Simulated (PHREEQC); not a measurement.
A column of 0.5 m (40 cells, dispersivity 0.025 m, 3600 s a shift, diffusion coefficient 3e-10 m²/s) holds 0.0058 eq of the database's cation exchanger X per kg of pore water, first in equilibrium with 9.8 mmol/kgw KCl, 0.07 mmol/kgw PbCl2, 29 mmol/kgw MnCl2 and 0.01 mmol/kgw HCl. It is flushed with 0.0078 mol ZnCl2 and 1e-05 mol HCl per kg of water, at 25 °C. Values are for the last cell. No CO2 enters from the air. Precipitation was switched off in this run.

Base run: PHREEQC, ion-association model, phreeqc.dat. Each further column changes one thing. The table gives Zn in solution (mol/kgw).

| pore volumes | base | exchange capacity from 0.0058 to 0.0029 eq/kgw | dispersivity from 0.025 to 0.05 m |
|---|---|---|---|
| 0 | 0 | 0 | 0 |
| 0.4125 | 3.14e-6 | [?] | [?] |
| 0.8125 | 0.000828 | [?] | [?] |
| 1.113 | 0.00246 | 0.00380 | 0.00315 |
| 1.512 | 0.00501 | 0.00624 | 0.00502 |
| 1.913 | 0.00686 | 0.00737 | [?] |
| 2.212 | 0.00745 | 0.00766 | 0.00700 |
| 2.612 | 0.00772 | 0.00777 | 0.00745 |
| 3.013 | 0.00778 | 0.00779 | 0.00766 |

Question: Fill in the missing entries.

Answer: 
- 0.4125, exchange capacity from 0.0058 to 0.0029 eq/kgw: 7.89e-6
- 0.4125, dispersivity from 0.025 to 0.05 m: 6.77e-5
- 0.8125, exchange capacity from 0.0058 to 0.0029 eq/kgw: 0.00143
- 0.8125, dispersivity from 0.025 to 0.05 m: 0.00155
- 1.913, dispersivity from 0.025 to 0.05 m: 0.00637
